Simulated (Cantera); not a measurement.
A Cantera script and what it prints.

```python
import numpy as np
import cantera as ct

gas_names = [...]  # 110 gases of nasa_gas.yaml made of C, H, O
cond_names = """
    C(gr) C6H6(L) C7H8(L) C8H18(L),n-octa H2O(s) H2O(L)
""".split()


# ... load() reads the species with a 1 bar reference pressure and builds the phases ...
atoms = {
    'n-butane': {'C': 4, 'H': 10},
    'O2': {'O': 2},
    'H2': {'H': 2},
}
top_T = {'C(gr)': 4500}  # K; cautious upper limits of use, not melting points


# ... equilibrate(T, P, feed) seeds the gas with the atoms and calls Mixture.equilibrate('TP', solver="vcs", rtol=1e-11, max_steps=5000) ...
results = []
feed = {'n-butane': 1, 'O2': 0.045, 'H2': 0.56}  # mol
T = 1125  # K
for P in [10, 100, 1000, 10000, 100000, 1000000, 10000000]:
    mix = equilibrate(T, P, feed)
    results.append((T, P, feed, dict(zip(mix.species_names, mix.species_moles))))

top = {s: max(r[3][s] / sum(r[3][g] for g in gas_names) for r in results) for s in gas_names}
cols = sorted((s for s in top if top[s] > 1e-06), key=lambda s: -top[s])[:7]
seen = [c for c in cond_names if any(r[3].get(c, 0) > 1e-12 for r in results)]
print("log10 of partial pressures in bar; condensed amounts in mol")
print(f"{'P/Pa':>10s}" + "".join(f"{s[:9]:>10s}" for s in cols + seen))
for T, P, feed, n in results:
    ng = sum(n[g] for g in gas_names)
    print(f"{P:10.4g}" + "".join(f"{np.log10(max(n[s] / ng * P / 1e5, 1e-99)):10.3f}" for s in cols)
          + "".join(f"{n.get(c, 0):10.4g}" for c in seen))
```

Result:

```
log10 of partial pressures in bar; condensed amounts in mol
      P/Pa        H2       CH4       H2O        CO      C2H6       CO2      C2H4     C(gr)
        10    -4.007    -9.554   -10.997    -5.798   -18.428   -12.829   -14.024      3.91
       100    -3.007    -7.554    -8.997    -4.798   -15.428   -10.829   -12.024      3.91
      1000    -2.007    -5.554    -6.997    -3.798   -12.428    -8.829   -10.024     3.908
     1e+04    -1.008    -3.556    -4.999    -2.799    -9.432    -6.832    -8.026     3.895
     1e+05    -0.019    -1.578    -3.023    -1.813    -6.464    -4.859    -6.048      3.77
     1e+06     0.902     0.264    -1.196    -0.906    -3.702    -3.046    -4.206     3.069
     1e+07     1.637     1.734     0.254    -0.191    -1.497    -1.616    -2.736     2.012
```

Equilibrium computed with Cantera from the NASA thermochemical tables; the gas is ideal and each condensed phase is pure. The ideal-gas law is rough above about 30 bar.
